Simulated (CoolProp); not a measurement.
Values from CoolProp's reference Helmholtz-energy equation of state, Akasaka 2015.

### Question
For R245fa, give the phase and the cv (kJ/(kg K)), speed of sound (m/s), isothermal compressibility (1/MPa), viscosity (µPa s) at 288.9 K and 0.248 MPa; 302.3 K and 0.248 MPa; 305.7 K and 0.248 MPa.

### Answer
- 288.9 K and 0.248 MPa: liquid; cv 0.911, speed of sound 708, isothermal compressibility 0.00208, viscosity 442
- 302.3 K and 0.248 MPa: liquid; cv 0.933, speed of sound 653, isothermal compressibility 0.00251, viscosity 376
- 305.7 K and 0.248 MPa: liquid; cv 0.938, speed of sound 639, isothermal compressibility 0.00264, viscosity 362

Viscosity comes from a separate model (Bell 2016), an estimate that may be off by 10 % or more.
